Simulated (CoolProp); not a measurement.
Vapour-liquid equilibrium of R1234yf (1) + R1234ze(E) (2) at 256.1 K; x and y are mole fractions of (1).

Model: multi-fluid Helmholtz-energy mixture model, Lemmon 2022 and Thol 2016; pair parameters Bell 2022, in CoolProp.

```
x     bubble pressure (kPa)  y at the bubble point  dew pressure at overall composition x (kPa)  liquid density (mol/L)
----  ---------------------  ---------------------  -------------------------------------------  ----------------------
0.05                  113.6                  0.078                                        112.3                   11.27
0.2                   123.4                      ?                                            ?                   11.20
0.35                  132.5                  0.449                                        127.1                       ?
0.5                   141.2                  0.598                                        135.4                   11.04
0.65                  149.8                  0.731                                        144.5                   10.96
0.8                   158.2                  0.854                                        154.4                   10.88
0.95                  166.8                      ?                                        165.6                   10.79
```

Task: What belongs in the gaps?

Result: 
- 0.2, y at the bubble point: 0.279
- 0.2, dew pressure at overall composition x (kPa): 119.4
- 0.35, liquid density (mol/L): 11.12
- 0.95, y at the bubble point: 0.965

No azeotrope shows between x = 0.05 and 0.95.

Pair parameters are fitted to limited data, so mixtures are less certain than the pure fluids.
